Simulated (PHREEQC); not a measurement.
Solution (18 °C): 0.59 mol KH2PO4 and 0.00025 mol Na2SO4 per kg of water. Closed to the air; pH follows from the charge balance.

Equilibrium calculation in PHREEQC: ion-association model, phreeqc.dat.

| quantity | before | after |
|---|---|---|
| pH | 4.27 | 4.57 |
| ionic strength (mol/kgw) | 0.592 | 0.768 |

Task: Which change was made?
A. Na2SO4 from 0.00025 to 5e-05 mol/kgw
B. 0.25 mol/kgw KBr added
C. Na2SO4 replaced by NaCl at the same molality
D. KH2PO4 replaced by KOH at the same molality
E. 0.18 mol/kgw NaF added

Result: E, 0.18 mol/kgw NaF added

Precipitation was switched off in this run. The ionic strength passes 0.7 mol/kgw, the rough limit of the ion-association models, in after.
